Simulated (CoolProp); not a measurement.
Values from CoolProp's reference Helmholtz-energy equation of state, Beckmüller 2019.

Problem. For n-octane, give the phase and the cv (kJ/(kg K)), speed of sound (m/s) at 346.85 °C and 1.86 MPa; 346.85 °C and 4.97 MPa.

Solution. 
- 346.85 °C and 1.86 MPa: gas; cv 2.91, speed of sound 170
- 346.85 °C and 4.97 MPa: supercritical; cv 3.01, speed of sound 148
